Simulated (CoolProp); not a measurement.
Vapour-liquid equilibrium of R22 (1) + R113 (2) at 10.65 °C; x and y are mole fractions of (1).

Values from CoolProp's multi-fluid Helmholtz-energy mixture model, Kamei 1995 and Marx 1992; pair parameters Bell 2016.

| x | bubble pressure, mixture model (MPa) | bubble pressure, Raoult's law (MPa) | y, mixture model | y, Raoult's law |
|---|---|---|---|---|
| 0.05 | 0.06269 | 0.05812 | 0.619 | 0.597 |
| 0.2 | 0.1814 | 0.1586 | 0.883 | 0.876 |
| 0.35 | 0.2937 | 0.2590 | 0.937 | 0.938 |
| 0.5 | 0.3922 | 0.3595 | 0.960 | 0.966 |
| 0.65 | 0.4792 | 0.4600 | 0.974 | 0.981 |
| 0.8 | 0.5638 | 0.5604 | 0.985 | 0.991 |
| 0.95 | 0.6583 | 0.6609 | 0.996 | 0.998 |

The largest gap from Raoult's law is +14.4 % in bubble pressure, at x = 0.2. No azeotrope shows between x = 0.05 and 0.95.

The pair parameters rest on a limited set of measurements; away from them the model extrapolates.
